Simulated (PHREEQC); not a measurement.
Dissolve 3.2 mol NaOH, 0.37 mol K2SO4 and 0.00071 mol H4SiO4 per kg of water at 25 °C. Closed to the air; pH follows from the charge balance.

The numbers come from PHREEQC with the Pitzer model, pitzer.dat.

```json
{
 "pH": "14.58",
 "ionic_strength": "4.31 mol/kgw",
 "activity_of_water": "0.862",
 "density": "1.156 g/cm³",
 "osmotic_coefficient": "1.097",
 "total_alkalinity": "3200 meq/kg"
}
```

| species | molality | activity | log γ |
|---|---|---|---|
| Na+ | 3.20 | 2.02 | -0.201 |
| OH- | 3.20 | 3.34 | 0.019 |
| K+ | 0.740 | 0.566 | -0.116 |
| SO4-2 | 0.370 | 0.00816 | -1.656 |
| H2SiO4-2 | 0.000709 | 7.59e-6 | -1.970 |
| H3SiO4- | 7.59e-7 | 2.91e-7 | -0.416 |

This is a speciation only: nothing precipitates in the calculation. Species that the database lacks are ignored. In brines, pH and single-ion activities rest on the MacInnes convention.
